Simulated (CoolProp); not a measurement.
Model: reference Helmholtz-energy equation of state, de Reuck 1993, in CoolProp.

Q: For methanol, give the phase and the cv (kJ/(kg K)) at 246.55 °C and 69.3 kPa.

A: 
- 246.55 °C and 69.3 kPa: gas; cv 1.66
